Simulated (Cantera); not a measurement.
# Equilibrium for chlorosilane synthesis and conversion: Si + HCl + H2

A closed system holds: 1 mol Si, 3.8 mol HCl, a varied amount of H2, equilibrated at 100 Torr.

Equilibrium computed with Cantera from the NASA thermochemical tables; the gas is ideal and each condensed phase is pure. Candidate condensed phases: Si; 19 gas species. The tables' values for SiCl3 are old estimates. Kinetics and transport are ignored.

Stable condensed phases:

```
T in K \ n(H2) in mol
         2.2 2.6 3.1 3.7 4.5 5.4 6.5 7.8 9.3  11  13
   1548    A   A   A   A   A   A   A   A   A   B   B
   1448    A   A   A   A   A   A   A   B   B   B   B
   1348    A   A   A   A   B   B   B   B   B   B   B
   1248    B   B   B   B   B   B   B   B   B   B   B
   1148    B   B   B   B   B   B   B   B   B   B   B
   1048    B   B   B   B   B   B   B   B   B   B   B
    948    B   B   B   B   B   B   B   B   B   B   B
    848    A   A   A   A   A   A   A   A   A   A   A
    748    A   A   A   A   A   A   A   A   A   A   A
    648    A   A   A   A   A   A   A   A   A   A   A
```

A: gas only; B: Si.
